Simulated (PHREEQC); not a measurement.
Consider water at 55 °C with 0.084 mol CdCl2, 0.0062 mol Na2SO4 and 0.0054 mol MnSO4 per kg of water. Closed to the air; pH follows from the charge balance.

The numbers come from PHREEQC with the ion-association model, phreeqc.dat.

No solid was allowed to form.

**Question.** Order these Mn species by the share of Mn that they hold, largest first: MnSO4, Mn+2, MnCl2, MnCl+.

**Answer.** Mn+2 (75 %), MnSO4 (16 %), MnCl+ (9.4 %), MnCl2 (0.20 %)

**Question.** Order these Cl species by the share of Cl that they hold, largest first: CdCl3-, CdCl+, Cl-, MnCl+, CdCl2.

**Answer.** Cl- (54 %), CdCl+ (30 %), CdCl2 (14 %), CdCl3- (1.8 %), MnCl+ (0.30 %)

The pH is 5.37 and the ionic strength 0.133 mol/kgw. Species that the database lacks are ignored. Away from 25 °C the constants follow the database's enthalpies or fits; those with neither stay at their 25 °C values.
